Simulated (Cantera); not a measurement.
Cantera run, input and output.

```python
import numpy as np
import cantera as ct

gas = ct.Solution("gri30.yaml")
gas.TPX = 348, 100000, {'C2H4': 1, 'O2': 2.14, 'N2': 10.5, 'H2O': 0.43}
flame = ct.FreeFlame(gas, width=0.04)
flame.set_refine_criteria(ratio=3, slope=0.08, curve=0.16)
flame.transport_model = "unity-Lewis-number"
flame.solve(loglevel=0, auto=True)
z, T = flame.grid, flame.T
thick = (T[-1] - T[0]) / np.gradient(T, z).max()
show = ['C2H4', 'O2', 'H2O', 'NO2', 'H', 'OH']
print(f"laminar burning velocity  {flame.velocity[0] * 100:.3f} cm/s")
print(f"burnt temperature         {T[-1]:.1f} K")
print(f"thermal thickness         {thick * 1e3:.4f} mm")
print(f"grid points               {len(z)}")
z0 = z[flame.heat_release_rate.argmax()]
print(f"{'z/mm':>9s}{'T/K':>9s}{'u/(m/s)':>9s}" + "".join(f"{s:>11s}" for s in show))
rows = []
for k in (-3, -2, -1.5, -1, -0.5, -0.25, 0, 0.25, 0.5, 1, 2, 4, 8):
    zz = z0 + k * thick
    rows.append([k * thick, np.interp(zz, z, T), np.interp(zz, z, flame.velocity),
                 *(np.interp(zz, z, flame.X[gas.species_index(s)]) for s in show)])
    print(f"{rows[-1][0] * 1e3:9.3f}{rows[-1][1]:9.1f}{rows[-1][2]:9.3f}" + "".join(f"{x:11.3e}" for x in rows[-1][3:]))
```

Result:

```
laminar burning velocity  39.515 cm/s
burnt temperature         1962.7 K
thermal thickness         0.4380 mm
grid points               142
     z/mm      T/K  u/(m/s)       C2H4         O2        H2O        NO2          H         OH
   -1.314    348.4    0.396  7.106e-02  1.521e-01  3.058e-02  3.179e-09  3.499e-16  5.073e-13
   -0.876    352.2    0.400  7.087e-02  1.517e-01  3.080e-02  3.640e-08  5.047e-14  5.526e-11
   -0.657    361.8    0.411  7.041e-02  1.509e-01  3.136e-02  1.200e-07  5.154e-13  3.940e-10
   -0.438    435.7    0.497  6.679e-02  1.443e-01  3.570e-02  7.218e-07  2.907e-10  4.395e-08
   -0.219    871.7    1.012  4.398e-02  1.028e-01  6.299e-02  1.806e-06  9.260e-06  2.180e-05
   -0.110   1263.3    1.497  2.203e-02  6.325e-02  8.914e-02  2.589e-07  4.436e-04  2.233e-04
    0.000   1592.1    1.922  5.431e-03  2.905e-02  1.108e-01  1.112e-08  2.520e-03  7.447e-04
    0.110   1770.9    2.152  5.046e-04  1.051e-02  1.206e-01  1.385e-09  6.181e-03  1.737e-03
    0.219   1836.5    2.232  2.113e-05  3.661e-03  1.220e-01  8.972e-10  8.928e-03  2.446e-03
    0.438   1871.8    2.273  3.039e-08  1.001e-03  1.201e-01  8.095e-10  9.641e-03  2.510e-03
    0.876   1898.2    2.300  4.803e-11  4.635e-04  1.198e-01  7.042e-10  7.705e-03  2.027e-03
    1.752   1922.6    2.325  9.468e-14  2.170e-04  1.213e-01  5.629e-10  5.191e-03  1.442e-03
    3.504   1941.4    2.344  2.630e-16  8.165e-05  1.227e-01  4.204e-10  3.113e-03  9.044e-04
```

Computed with Cantera and GRI-Mech 3.0 (53 species, 325 reactions). GRI-Mech 3.0 was tuned for natural gas; its chemistry of ethylene as a main component is partial and can be far from experiment. Unity Lewis numbers drop preferential diffusion, which matters most where H2 and H carry the flame. Burning velocities carry a grid error of a few per cent, more on coarse grids.
